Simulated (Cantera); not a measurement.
A closed system holds: 1 mol Si, 2.1 mol HCl, 5 mol H2, at 2.00 bar.

These are equilibrium values from Cantera (NASA tables, ideal gas, pure condensed phases), not measurements of a reactor. Candidate condensed phases: Si; 19 gas species. The tables' values for SiCl3 are old estimates; treat these amounts as uncertain. The numbers say what is thermodynamically allowed, not how fast it happens.

x: gas mole fraction; n: condensed amount in mol.

| T (K) | x H2 | x HCl | x SiCl4 | x SiCl2 | x SiHCl3 | x SiCl3 | n Si(s) |
|---|---|---|---|---|---|---|---|
| 1073 | 0.898 | 0.0142 | 0.0469 | 0.000436 | 0.0363 | 0.00113 | 0.424 |
| 1148 | 0.891 | 0.0233 | 0.0446 | 0.00134 | 0.0342 | 0.00233 | 0.438 |
| 1223 | 0.881 | 0.0356 | 0.0408 | 0.00349 | 0.0312 | 0.00423 | 0.453 |
| 1298 | 0.869 | … | … | … | … | 0.00681 | 0.466 |
| 1373 | 0.854 | 0.0675 | 0.0282 | 0.0153 | 0.0226 | 0.00967 | 0.473 |
| 1448 | 0.838 | … | … | … | … | 0.0120 | 0.472 |
| 1523 | 0.823 | 0.0988 | 0.0128 | 0.0388 | 0.0119 | 0.0129 | 0.462 |

Problem. Complete the blanks.

Solution. 
- 1448, x HCl: 0.0843
- 1448, x SiCl4: 0.0202
- 1448, x SiCl2: 0.0261
- 1448, x SiHCl3: 0.0172
- 1298, x HCl: 0.0506
- 1298, x SiCl4: 0.0353
- 1298, x SiCl2: 0.00785
- 1298, x SiHCl3: 0.0274
